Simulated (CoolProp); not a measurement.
A closed Brayton cycle with nitrogen: compressor inlet 327.15 K and 1.3 MPa, high pressure 4.26 MPa, turbine inlet 880 K, compressor efficiency 0.85, turbine efficiency 0.85, recuperator effectiveness 0.95 (on enthalpy, no pinch check). Each further row changes one setting.

Model: reference Helmholtz-energy equation of state, Span 2000, in CoolProp.

```tsv
case	thermal efficiency (%)	net work (kJ/kg)	compressor to turbine work	compressor exit (K)	turbine exit (K)
as stated	27.3	65.6	0.71	482.5	677.5
turbine inlet 830 K	23.3	52.4	0.76	482.5	637.3
compressor inlet 337.15 K	25.3	60.6	0.73	497.0	677.5
high pressure 3.62 MPa	29.8	64.2	0.68	458.1	702.1
recuperator effectiveness 0.5	19.6	65.6	0.71	482.5	677.5
```
